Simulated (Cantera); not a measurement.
Feed: 1 mol BN, 0.51 mol H2O, 73 mol N2, at 0.00160 bar.

These are equilibrium values from Cantera (NASA tables, ideal gas, pure condensed phases), not measurements of a reactor. Candidate condensed phases: B, BN, B2O3, B3O3H3, H2O; 39 gas species. Mutual solubility and eutectic melting of coexisting phases are not modelled. Kinetics and transport are ignored.

x: gas mole fraction; n: condensed amount in mol.

| T (K) | x N2 | x H2 | x BO | x B2O3 | x H | n BN(s) | n B2O3(l) |
|---|---|---|---|---|---|---|---|
| 800 | 0.993 | 0.00691 | <1e-12 | <1e-12 | ___ | 0.660 | 0.170 |
| 900 | 0.993 | 0.00691 | <1e-12 | 1.00e-11 | ___ | 0.660 | 0.170 |
| 1000 | 0.993 | 0.00691 | <1e-12 | 2.09e-9 | ___ | 0.660 | 0.170 |
| 1100 | 0.993 | 0.00691 | 8.48e-11 | 1.60e-7 | ___ | 0.661 | 0.169 |
| 1200 | 0.993 | 0.00689 | 7.36e-9 | 5.75e-6 | ___ | 0.662 | 0.167 |
| 1300 | 0.993 | 0.00680 | 3.17e-7 | 0.000116 | ___ | 0.665 | 0.151 |
| 1400 | 0.991 | 0.00652 | 7.87e-6 | 0.00150 | ___ | 0.668 | 0.0237 |
| 1500 | 0.991 | 0.00647 | 6.35e-5 | 0.00173 | ___ | 0.646 | 0 |
| 1600 | 0.990 | 0.00631 | 0.000342 | 0.00129 | ___ | 0.600 | 0 |
| 1700 | 0.989 | 0.00606 | 0.00123 | 0.000546 | ___ | 0.536 | 0 |
| 1800 | 0.988 | 0.00585 | 0.00282 | 0.000101 | ___ | 0.499 | 0 |
| 1900 | 0.987 | 0.00560 | 0.00449 | 9.92e-6 | ___ | 0.490 | 0 |

Fill in the missing entries.


- 800, x H: 6.02e-12
- 900, x H: 2.43e-10
- 1000, x H: 4.72e-9
- 1100, x H: 5.37e-8
- 1200, x H: 4.09e-7
- 1300, x H: 2.28e-6
- 1400, x H: 9.82e-6
- 1500, x H: 3.54e-5
- 1600, x H: 0.000108
- 1700, x H: 0.000287
- 1800, x H: 0.000685
- 1900, x H: 0.00148
